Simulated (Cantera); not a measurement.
Source: NASA polynomial tables (part measured, part estimated), evaluated in Cantera. Values are per mole of reaction as written; species without (g) are pure solids or liquids, kept so even where they would boil at 1 bar.

2 PbF2 + C = CF4(g) + 2 Pb, with ΔH° = 420.7 kJ and ΔS° = 159.1 J/K at 300 K.

### Question
How far is the shortcut ΔG° ≈ ΔH°(300 K) − T·ΔS°(300 K) from the full temperature-dependent value at 2048, 2073, 2098, 2123, 2148, 2173, 2198, 2223, 2248 K?

### Answer
```json
[
 {"T (K)": "2048", "shortcut (kJ)": "94.9", "full (kJ)": "236.6", "difference (kJ)": "-141.7", "difference in log10 K": "3.61", "condensed phases": "PbF2(l), C(graphite), Pb(l)"},
 {"T (K)": "2073", "shortcut (kJ)": "90.9", "full (kJ)": "236.2", "difference (kJ)": "-145.3", "difference in log10 K": "3.66", "condensed phases": "PbF2(l), C(graphite), Pb(l)"},
 {"T (K)": "2098", "shortcut (kJ)": "86.9", "full (kJ)": "235.8", "difference (kJ)": "-148.9", "difference in log10 K": "3.71", "condensed phases": "PbF2(l), C(graphite), Pb(l)"},
 {"T (K)": "2123", "shortcut (kJ)": "82.9", "full (kJ)": "235.4", "difference (kJ)": "-152.5", "difference in log10 K": "3.75", "condensed phases": "PbF2(l), C(graphite), Pb(l)"},
 {"T (K)": "2148", "shortcut (kJ)": "79.0", "full (kJ)": "235.1", "difference (kJ)": "-156.1", "difference in log10 K": "3.80", "condensed phases": "PbF2(l), C(graphite), Pb(l)"},
 {"T (K)": "2173", "shortcut (kJ)": "75.0", "full (kJ)": "234.8", "difference (kJ)": "-159.8", "difference in log10 K": "3.84", "condensed phases": "PbF2(l), C(graphite), Pb(l)"},
 {"T (K)": "2198", "shortcut (kJ)": "71.0", "full (kJ)": "234.5", "difference (kJ)": "-163.5", "difference in log10 K": "3.88", "condensed phases": "PbF2(l), C(graphite), Pb(l)"},
 {"T (K)": "2223", "shortcut (kJ)": "67.0", "full (kJ)": "234.2", "difference (kJ)": "-167.2", "difference in log10 K": "3.93", "condensed phases": "PbF2(l), C(graphite), Pb(l)"},
 {"T (K)": "2248", "shortcut (kJ)": "63.1", "full (kJ)": "233.9", "difference (kJ)": "-170.9", "difference in log10 K": "3.97", "condensed phases": "PbF2(l), C(graphite), Pb(l)"}
]
```
The shortcut ignores heat capacities and the phase changes listed.
